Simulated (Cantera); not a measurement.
## Carbothermic reduction: Fe3O4 + CH4 + N2 + CO

Charge: 1 mol Fe3O4, 1.1 mol CH4, 0.34 mol N2, 10 mol CO, held at 1.50 mbar.

Equilibrium computed with Cantera from the NASA thermochemical tables; the gas is ideal and each condensed phase is pure. Candidate condensed phases: C, C6H6, C7H8, C8H18, Fe, Fe(CO)5, FeO, Fe(OH)2, Fe(OH)3, Fe2O3, Fe3O4, H2O; 140 gas species. Equilibrium is a limit: real reactors are often held back by kinetics, nucleation or transport.

From 2248 K to 2598 K nothing is condensed. The main Fe-bearing gas is Fe throughout.

```tsv
T (K)	log p CO	log p Fe	log p H	log p CO2	log p O	log p H2	log p H2O	log p N2	log p OH	log p O2
2248	-3.09	-3.60	-4.19	-3.83	-5.26	-4.11	-4.11	-4.53	-5.02	-5.65
2298	-3.09	-3.60	-4.09	-3.85	-5.01	-4.14	-4.15	-4.53	-4.90	-5.41
2348	-3.09	-3.61	-4.00	-3.88	-4.79	-4.17	-4.21	-4.54	-4.80	-5.20
2398	-3.09	-3.62	-3.91	-3.93	-4.58	-4.21	-4.28	-4.55	-4.72	-5.04
2448	-3.09	-3.62	-3.83	-3.99	-4.41	-4.26	-4.38	-4.56	-4.66	-4.91
2498	-3.09	-3.63	-3.76	-4.07	-4.26	-4.32	-4.51	-4.57	-4.64	-4.83
2548	-3.10	-3.64	-3.71	-4.17	-4.13	-4.39	-4.66	-4.59	-4.64	-4.79
2598	-3.10	-3.65	-3.66	-4.28	-4.03	-4.48	-4.85	-4.60	-4.66	-4.79
```
log p: log10 of the partial pressure in bar; nothing condenses.
